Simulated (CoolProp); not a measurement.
Saturation properties of dimethyl carbonate.

Values from CoolProp's reference Helmholtz-energy equation of state, Zhou 2011.

| T (°C) | p (MPa) | liquid density (kg/m³) | vapour density (kg/m³) | liquid cp (kJ/(kg K)) | surface tension (mN/m) |
|---|---|---|---|---|---|
| 71.75 | 0.05438 | 999.9 | 1.740 | 1.915 | 21.6 |
| 77.95 | 0.06769 | 991.2 | ___ | 1.929 | 20.7 |
| 84.15 | 0.08349 | 982.5 | 2.597 | 1.944 | 19.8 |
| 90.45 | 0.1024 | 973.5 | 3.144 | 1.959 | 19.0 |
| 96.65 | 0.1243 | 964.6 | 3.768 | 1.975 | 18.1 |
| 102.85 | 0.1496 | 955.6 | ___ | 1.991 | 17.3 |
| 109.05 | 0.1789 | 946.5 | 5.304 | 2.008 | 16.5 |
| 115.25 | 0.2124 | 937.2 | 6.236 | 2.025 | 15.7 |
| 121.45 | 0.2507 | 927.9 | ___ | 2.043 | 14.9 |
| 127.65 | ___ | 918.4 | 8.483 | 2.062 | 14.1 |
| 133.95 | 0.3439 | 908.6 | 9.846 | 2.081 | 13.3 |
| 140.15 | ___ | 898.8 | 11.35 | 2.101 | 12.5 |
| 146.35 | 0.4607 | 888.9 | ___ | ___ | ___ |

What belongs in the gaps?


- 77.95, vapour density (kg/m³): 2.135
- 102.85, vapour density (kg/m³): 4.484
- 121.45, vapour density (kg/m³): 7.292
- 127.65, p (MPa): 0.2941
- 140.15, p (MPa): 0.3990
- 146.35, vapour density (kg/m³): 13.03
- 146.35, liquid cp (kJ/(kg K)): 2.121
- 146.35, surface tension (mN/m): 11.8

It boils at 90.1 °C under 1 atm.

Surface tension comes from a separate correlation (Mulero 2014).
